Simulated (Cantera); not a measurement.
# Premixed flame

A freely propagating, adiabatic, planar premixed flame of 15.3 % CH4, 20.4 % O2, 61.3 % N2, 2.91 % CO2, equivalence ratio 1.5, unburnt at 625 K and 5.00 bar; mixture-averaged transport, grid criteria slope 0.08 and curve 0.16, no radiation.

Detailed kinetics in Cantera: GRI-Mech 3.0 (53 species, 325 reactions). Burning velocities carry a grid error of a few per cent, more on coarse grids.

```
z (mm)   T (K)  u (m/s)     x CH4      x O2   x CO2     x H2O    x HCO    x NO2
-------  -----  -------  --------  --------  ------  --------  -------  -------
-0.495     627    0.435     0.152     0.203  0.0290  0.000377    <1e-8    <1e-8
-0.330     634    0.443     0.150     0.201  0.0288   0.00188    <1e-8  1.27e-8
-0.247     659    0.463     0.147     0.198  0.0287   0.00616    <1e-8  5.64e-8
-0.165     779    0.556     0.135     0.186  0.0287    0.0243    <1e-8  2.91e-7
-0.0825   1226    0.897    0.0931     0.137  0.0318    0.0850  2.21e-7  4.56e-7
-0.0412   1610     1.20    0.0558    0.0883  0.0368     0.135  3.91e-6  1.38e-7
0         1964     1.48    0.0211    0.0381  0.0437     0.182  9.56e-6  1.31e-8
0.0412    2146     1.63   0.00657    0.0118  0.0488     0.203  5.73e-6    <1e-8
0.0825    2209     1.68   0.00282   0.00361  0.0515     0.208  2.38e-6    <1e-8
0.165     2241     1.71   0.00117  0.000465  0.0535     0.208  6.15e-7    <1e-8
0.330     2248     1.71  0.000518   2.32e-5  0.0542     0.206  2.14e-7    <1e-8
0.660     2247     1.72  0.000172   3.07e-6  0.0540     0.204  1.29e-7    <1e-8
1.32      2246     1.72   2.09e-5   2.98e-6  0.0538     0.204  1.07e-7    <1e-8
```
x: mole fraction of selected species; z is measured from the peak of heat release.

The laminar burning velocity is 43.1 cm/s. The thermal thickness comes out as 0.165 mm and the peak x(HCO) comes out as 9.56e-6. The grid points is 134.
